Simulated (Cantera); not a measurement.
# MgO + SO2 + N2 (roasting and sulfation)

Charge: 1 mol MgO, 0.69 mol SO2, a varied amount of N2, at 1825 K and 1100 Pa.

Method: chemical equilibrium by Gibbs-energy minimisation in Cantera with the NASA 1993 tables (ideal gas, pure condensed phases). Candidate condensed phases: Mg, MgO, MgS, MgSO4, S; 22 gas species. Equilibrium is a limit: real reactors are often held back by kinetics, nucleation or transport.

```csv
n(N2) (mol),x N2,x SO2,x SO,x O2,x NO,x O,n MgO(s)
0.63,0.476,0.518,0.00334,0.00149,0.000296,5.66e-5,1.000
0.89,0.562,0.433,0.00297,0.00131,0.000302,5.31e-5,1.000
1.3,0.652,0.344,0.00256,0.00111,0.000299,4.89e-5,1.000
1.8,0.722,0.275,0.00222,0.000947,0.000291,4.51e-5,1.000
2.6,0.789,0.208,0.00186,0.000776,0.000275,4.08e-5,1.000
3.7,0.842,0.155,0.00154,0.000630,0.000256,3.68e-5,1.000
5.3,0.884,0.114,0.00126,0.000504,0.000234,3.29e-5,1.000
7.5,0.915,0.0832,0.00103,0.000402,0.000213,2.94e-5,1.000
11,0.940,0.0582,0.000823,0.000310,0.000190,2.58e-5,1.000
15,0.956,0.0433,0.000682,0.000250,0.000172,2.31e-5,1.000
22,0.969,0.0299,0.000539,0.000190,0.000151,2.02e-5,1.000
```
x: gas mole fraction; n: condensed amount in mol.

From 0.63 mol N2 to 22 mol N2 the condensed part is MgO(s). The main Mg-bearing gas is Mg throughout.
